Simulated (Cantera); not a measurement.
Input: 1 mol C3H8, 0.59 mol O2, at 1.43 Torr.

Cantera equilibrium calculation (NASA polynomials, part measured and part estimated; ideal gas, pure solids and liquids). Candidate condensed phases: C, C6H6, C7H8, C8H18, H2O; 110 gas species. The numbers say what is thermodynamically allowed, not how fast it happens. All values below are at 1398 K.

Base state: H2 0.772, CO 0.228, H 9.54e-5 (mole fractions); condensed: C(graphite).

Task: What changes in the equilibrium state with this change: C3H8 replaced by C2H4?

Result: 
```
species            before    after
----------------  -------  -------
H2                  0.772    0.629
CO                  0.228    0.371
H                 9.54e-5  8.61e-5
C(graphite), mol     1.82    0.820
```
